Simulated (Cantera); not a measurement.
An adiabatic, constant-pressure homogeneous reactor starts with 11.5 % CH₄, 19.3 % O₂, 69.2 % N₂, at 1448 K and 6.40 bar.

Detailed kinetics in Cantera: GRI-Mech 3.0 (53 species, 325 reactions).

x: mole fraction; the columns are a selection and need not sum to one.

| t (s) | T (K) | x CH₄ | x O₂ | x C₂H₂ | x H₂ | x NO | x H₂O₂ | x C₂H₄ |
|---|---|---|---|---|---|---|---|---|
| 3.00e-6 | 1448 | 0.115 | 0.193 | <1e-12 | 1.10e-7 | <1e-12 | 3.03e-8 | 2.79e-11 |
| 1.28e-5 | 1448 | 0.115 | 0.193 | <1e-12 | 8.08e-7 | <1e-12 | 1.90e-7 | (withheld) |
| 5.46e-5 | 1448 | 0.115 | 0.193 | 1.82e-10 | 1.61e-5 | <1e-12 | 4.02e-7 | (withheld) |
| 0.000233 | 1457 | 0.113 | 0.191 | 9.79e-8 | 0.000373 | <1e-12 | 1.97e-6 | (withheld) |
| 0.000994 | 2882 | <1e-12 | 0.00460 | <1e-12 | 0.0307 | 0.00513 | 4.37e-7 | <1e-12 |
| 0.00424 | 2880 | <1e-12 | 0.00453 | <1e-12 | 0.0308 | 0.00550 | 4.32e-7 | <1e-12 |
| 0.0181 | 2880 | <1e-12 | 0.00453 | <1e-12 | 0.0308 | 0.00550 | 4.32e-7 | <1e-12 |
| 0.0772 | 2880 | <1e-12 | 0.00453 | <1e-12 | 0.0308 | 0.00550 | 4.32e-7 | <1e-12 |
| 0.330 | 2880 | <1e-12 | 0.00453 | <1e-12 | 0.0308 | 0.00550 | 4.32e-7 | <1e-12 |
| 1.41 | 2880 | <1e-12 | 0.00453 | <1e-12 | 0.0308 | 0.00550 | 4.32e-7 | <1e-12 |
| 6.00 | 2880 | <1e-12 | 0.00453 | <1e-12 | 0.0308 | 0.00550 | 4.32e-7 | <1e-12 |

Q: What belongs in the gaps?

A: 
- 1.28e-5, x C₂H₄: 4.58e-9
- 5.46e-5, x C₂H₄: 1.12e-6
- 0.000233, x C₂H₄: 6.17e-5
